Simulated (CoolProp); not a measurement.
Saturation properties of sulfur dioxide.

Model: reference Helmholtz-energy equation of state, Gao 2016, in CoolProp.

| T (°C) | p (kPa) | vapour density (kg/m³) | liquid cp (kJ/(kg K)) | surface tension (mN/m) |
|---|---|---|---|---|
| 48.35 | [?] | 21.66 | 1.438 | [?] |
| 51.35 | 873.6 | 23.51 | 1.446 | 16.6 |
| 54.45 | 950.9 | 25.54 | 1.454 | 16.0 |
| 57.45 | 1031 | 27.65 | 1.463 | 15.4 |
| 60.45 | 1115 | 29.89 | 1.473 | 14.9 |
| 63.55 | 1208 | 32.36 | 1.484 | 14.3 |
| 66.55 | [?] | 34.91 | 1.495 | 13.7 |
| 69.55 | 1403 | 37.62 | 1.506 | 13.1 |
| 72.65 | 1513 | 40.61 | 1.520 | 12.6 |
| 75.65 | 1626 | 43.69 | 1.534 | 12.0 |
| 78.65 | 1744 | 46.96 | 1.548 | 11.4 |

Question: Complete the blanks.

Answer: 
- 48.35, p (kPa): 803.4
- 48.35, surface tension (mN/m): 17.2
- 66.55, p (kPa): 1303

It boils at -10.0 °C under 1 atm.

Surface tension comes from a separate correlation (Mulero 2012).
